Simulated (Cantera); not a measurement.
Cantera with NASA thermochemical tables; ideal gases at 1 bar, condensed phases pure. Values are per mole of reaction as written; species without (g) are pure solids or liquids, kept so even where they would boil at 1 bar.

2 NO₂(g) + N₂(g) → 4 NO(g), with ΔH° = 296.7 kJ and ΔS° = 171.1 J/K at 300 K.

### Question
How far is the shortcut ΔG° ≈ ΔH°(300 K) − T·ΔS°(300 K) from the full temperature-dependent value at 850, 1050, 1250, 1450, 1650, 1850, 2050 K?

### Answer
```tsv
T (K)	shortcut (kJ)	full (kJ)	difference (kJ)	difference in log10 K
850	151.3	148.5	2.8	-0.17
1050	117.0	113.1	3.9	-0.19
1250	82.8	77.9	4.9	-0.21
1450	48.6	42.7	5.9	-0.21
1650	14.3	7.7	6.7	-0.21
1850	-19.9	-27.2	7.4	-0.21
2050	-54.1	-62.1	7.9	-0.20
```
The shortcut ignores the heat-capacity change of the reaction.
